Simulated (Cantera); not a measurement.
Charge: 1 mol CH₃SiCl₃, 0.2 mol C₂H₄, 230 mol H₂, 0.018 mol CH₄, held at 1625 °C and 143 Torr.

Equilibrium computed with Cantera from the NASA thermochemical tables; the gas is ideal and each condensed phase is pure. Candidate condensed phases: C, C₆H₆, C₇H₈, C₈H₁₈, Si, SiC; 109 gas species. The feed counts by its element totals alone. Rates play no part.

Base state: H₂ 0.985, HCl 0.0128, H 0.00178, C₂H₂ (acetylene) 0.000371, CH₄ 0.000104, Cl 1.74e-5, SiCl₂ 1.66e-5 (mole fractions); condensed: C(graphite) + SiC(s).

Problem. What changes in the equilibrium state with this change: temperature from 1625 °C to 702 °C?

Solution. 
| species | before | after |
|---|---|---|
| H₂ | 0.985 | 0.986 |
| HCl | 0.0128 | 0.0120 |
| CH₄ | 0.000104 | 0.00204 |
| H | 0.00178 | 2.61e-9 |
| SiCl₄ | <1e-9 | 0.000160 |
| C₂H₂ (acetylene) | 0.000371 | <1e-9 |
| SiHCl₃ | 1.94e-9 | 7.52e-5 |
| Cl | 1.74e-5 | <1e-9 |
| SiCl₂ | 1.66e-5 | 8.36e-7 |
| C(graphite), mol | 0.224 | 0 |
| SiC(s), mol | 0.995 | 0.944 |
